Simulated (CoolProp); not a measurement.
Fluorine at several states: Z from the reference equation and from simpler models built on Tc = 144.4 K, pc = 5240 kPa, ω = 0.045; each cubic takes its own stable root.

Model: reference Helmholtz-energy equation of state, de Reuck 1990, in CoolProp.

```json
[
 {"T (K)": "259", "p (kPa)": "13", "phase": "gas", "reference": "0.9999"},
 {"T (K)": "75.2", "p (kPa)": "35.7", "phase": "liquid", "reference": "0.001383"},
 {"T (K)": "114.9", "p (kPa)": "16600", "phase": "liquid", "reference": "0.4909"},
 {"T (K)": "232.6", "p (kPa)": "207", "phase": "gas", "reference": "0.9974"},
 {"T (K)": "139.6", "p (kPa)": "488", "phase": "gas", "reference": "0.9652"}
]
```

Question: How far does each simpler model (van der Waals, Redlich-Kwong, Soave-Redlich-Kwong, Peng-Robinson) lie from the reference over these 5 states: mean and median of the absolute difference, and the worst?

Answer: 
- van der Waals: mean 14318.8 %, median 0.4 %, worst +71555.8 % at 75.2 K and 35.7 kPa
- Redlich-Kwong: mean 0.3 %, median 0.1 %, worst -1.5 % at 75.2 K and 35.7 kPa
- Soave-Redlich-Kwong: mean 0.1 %, median 0.0 %, worst -0.6 % at 75.2 K and 35.7 kPa
- Peng-Robinson: mean 4.7 %, median 0.5 %, worst -11.7 % at 75.2 K and 35.7 kPa

At some of these states van der Waals gives the other phase, because its saturation line lies elsewhere.
